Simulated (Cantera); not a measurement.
# Silicon nitride deposition: trisilylamine + N2

A closed system holds: 1 mol trisilylamine, 31 mol N2, at 0.110 bar.

Equilibrium computed with Cantera from the NASA thermochemical tables; the gas is ideal and each condensed phase is pure. Candidate condensed phases: Si, Si3N4; 18 gas species. The feed counts by its element totals alone. The tables' values for SiN are old estimates; treat these amounts as uncertain. Gases not in the tables: Si2H6 and higher silanes. The numbers say what is thermodynamically allowed, not how fast it happens.

From 675 °C to 1675 °C the condensed part is Si3N4(s). At 1775 °C the condensed part is Si(l).

```csv
T (°C),log p N2,log p H2,log p H,log p Si,log p Si2N,n Si3N4(s),n Si(l)
675,-1.02,-1.84,-10.20,<-12,<-12,1.00,0
775,-1.02,-1.84,-9.03,<-12,<-12,1.00,0
875,-1.02,-1.84,-8.06,<-12,<-12,1.00,0
975,-1.02,-1.84,-7.25,<-12,<-12,1.00,0
1075,-1.02,-1.84,-6.55,-12.89,<-12,1.00,0
1175,-1.02,-1.84,-5.95,-11.04,<-12,1.00,0
1275,-1.02,-1.84,-5.43,-9.44,-11.66,1.00,0
1375,-1.02,-1.84,-4.97,-8.03,-9.87,1.000,0
1475,-1.02,-1.84,-4.56,-6.78,-8.29,1.000,0
1575,-1.02,-1.84,-4.19,-5.67,-6.88,1.000,0
1675,-1.02,-1.84,-3.87,-4.68,-5.62,0.997,0
1775,-1.02,-1.87,-3.58,-4.12,-5.16,0,2.97
```
log p: log10 of the partial pressure in bar; n: condensed amount in mol.
